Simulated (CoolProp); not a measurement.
Vapour-liquid equilibrium of ethane (1) + n-butane (2) at 209.8 K; x and y are mole fractions of (1).

Model: multi-fluid Helmholtz-energy mixture model, Bücker 2006 and Bücker 2006; pair parameters Kunz 2012, in CoolProp.

| x | bubble pressure (MPa) | y at the bubble point | dew pressure at overall composition x (MPa) | liquid density (mol/L) |
|---|---|---|---|---|
| 0.05 | 0.01936 | 0.802 | 0.004195 | 11.65 |
| 0.15 | 0.05130 | 0.932 | 0.004683 | 12.10 |
| 0.25 | 0.08430 | … | 0.005299 | 12.57 |
| 0.35 | … | 0.976 | 0.006102 | 13.07 |
| 0.45 | 0.1510 | 0.984 | 0.007191 | 13.60 |
| 0.55 | 0.1839 | … | 0.008753 | 14.15 |
| 0.65 | 0.2162 | 0.992 | 0.01118 | 14.73 |
| 0.75 | 0.2481 | 0.995 | 0.01547 | 15.34 |
| 0.85 | 0.2803 | 0.997 | 0.02512 | 15.98 |
| 0.95 | 0.3136 | 0.999 | 0.06664 | 16.65 |

Complete the blanks.


- 0.25, y at the bubble point: 0.963
- 0.35, bubble pressure (MPa): 0.1177
- 0.55, y at the bubble point: 0.989

No azeotrope shows between x = 0.05 and 0.95.

Pair parameters are fitted to limited data, so mixtures are less certain than the pure fluids.
